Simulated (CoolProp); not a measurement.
Values from CoolProp's reference Helmholtz-energy equation of state, Lemmon 2006. It is a short technical equation, of lower accuracy than the large ones.

Question: Give the vapour pressure (kPa), vapour Z, vapour viscosity (µPa s) of saturated C2F6 (R116) at 215.8, 247.8 K.

Answer: 
| T (K) | p (kPa) | vapour Z | vapour viscosity (µPa s) |
|---|---|---|---|
| 215.8 | 274 | 0.909 | 10.0 |
| 247.8 | 887 | 0.791 | 11.7 |

Viscosity comes from a separate model (Huber 2003), an estimate that may be off by 10 % or more.
